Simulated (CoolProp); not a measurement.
Vapour pressure (kPa) of c-C4F8 (RC318): the reference equation beside estimates from Tc = 388.4 K, pc = 2778 kPa, ω = 0.355.

Values from CoolProp's reference Helmholtz-energy equation of state, Platzer 1990. This equation is an older, rougher fit; its heat capacities, sound speeds and derivatives of the liquid may be far off and weren't checked against measurements.

```csv
T (K),reference,Lee-Kesler,van der Waals,Redlich-Kwong,Soave-Redlich-Kwong,Peng-Robinson
238.6,26.10,25.96,276.2,72.60,26.14,26.75
244.9,36.38,36.23,319.6,94.10,36.39,37.02
251.2,49.70,49.56,367.4,120.1,49.68,50.28
257.6,66.97,66.85,420.5,151.5,66.91,67.40
263.9,88.30,88.24,477.6,188.0,88.22,88.51
270.2,114.6,114.7,539.6,230.6,114.6,114.6
276.5,146.8,146.9,606.6,279.7,146.8,146.3
282.8,185.5,185.7,678.9,335.9,185.6,184.5
289.1,231.6,231.9,756.4,399.7,231.9,230.1
295.4,285.9,286.4,839.5,471.6,286.7,283.9
301.7,349.5,350.0,928.2,552.2,350.9,347.0
308,423.3,423.7,1023,641.8,425.5,420.3
314.3,508.1,508.5,1123,741.0,511.5,504.9
320.6,605.2,605.3,1229,850.3,610.0,601.9
326.9,715.4,715.3,1342,970.1,722.2,712.4
```

Absolute difference from the reference over all 15 rows, mean and median: Lee-Kesler 0.2 and 0.1 %, van der Waals 355.6 and 266.0 %, Redlich-Kwong 90.6 and 81.1 %, Soave-Redlich-Kwong 0.3 and 0.1 %, Peng-Robinson 0.8 and 0.6 %.
